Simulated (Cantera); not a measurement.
A Cantera script and what it prints.

```python
import numpy as np
import cantera as ct

gas_names = [...]  # 47 gases of nasa_gas.yaml made of Cl, H, N, O, Si
cond_names = """
    H2O(s) H2O(L) NH4CL(a) NH4CL(b) Si(cr) Si(L) SiO2(Lqz) SiO2(hqz) SiO2(L) Si2N2O(s) Si3N4(a)
""".split()


# ... load() reads the species with a 1 bar reference pressure and builds the phases ...
atoms = {
    'SiH2Cl2': {'Si': 1, 'H': 2, 'CL': 2},
    'NO': {'N': 1, 'O': 1},
    'H2': {'H': 2},
}
top_T = {'Si2N2O(s)': 2100, 'Si3N4(a)': 2400}  # K; cautious upper limits of use, not melting points


# ... equilibrate(T, P, feed) seeds the gas with the atoms and calls Mixture.equilibrate('TP', solver="vcs", rtol=1e-11, max_steps=5000) ...
results = []
T = 1350  # K
P = 4000  # Pa
for m in [2.8, 3.7, 4.7, 6.2, 8, 10, 14, 18, 23, 30]:
    feed = {'SiH2Cl2': 1, 'NO': m, 'H2': 0.19}  # mol
    mix = equilibrate(T, P, feed)
    results.append((T, P, feed, dict(zip(mix.species_names, mix.species_moles))))

top = {s: max(r[3][s] / sum(r[3][g] for g in gas_names) for r in results) for s in gas_names}
cols = sorted((s for s in top if top[s] > 0.001), key=lambda s: -top[s])[:5]
seen = [c for c in cond_names if any(r[3].get(c, 0) > 1e-12 for r in results)]
print("log10 of partial pressures in bar; condensed amounts in mol")
print(f"{'n(NO)':>10s}" + "".join(f"{s[:9]:>10s}" for s in cols + seen))
for T, P, feed, n in results:
    ng = sum(n[g] for g in gas_names)
    print(f"{feed['NO']:10.4g}" + "".join(f"{np.log10(max(n[s] / ng * P / 1e5, 1e-99)):10.3f}" for s in cols)
          + "".join(f"{n.get(c, 0):10.4g}" for c in seen))
```

Output:

```
log10 of partial pressures in bar; condensed amounts in mol
     n(NO)       HCL        N2        O2       H2O       CL2 SiO2(hqz)
       2.8    -1.713    -1.841    -2.548    -2.591    -3.383         1
       3.7    -1.811    -1.810    -2.223    -2.652    -3.356         1
       4.7    -1.898    -1.789    -2.077    -2.718    -3.391         1
       6.2    -2.003    -1.769    -1.969    -2.805    -3.460         1
         8    -2.102    -1.754    -1.901    -2.890    -3.539         1
        10    -2.191    -1.744    -1.857    -2.968    -3.617         1
        14    -2.329    -1.732    -1.810    -3.091    -3.746         1
        18    -2.434    -1.725    -1.784    -3.185    -3.850         1
        23    -2.538    -1.719    -1.766    -3.278    -3.955         1
        30    -2.652    -1.715    -1.750    -3.380    -4.073         1
```

These are equilibrium values from Cantera (NASA tables, ideal gas, pure condensed phases), not measurements of a reactor. The tables hold silica as quartz up to 1696 K and as liquid above; real silica turns to tridymite and cristobalite and melts near 1996 K.
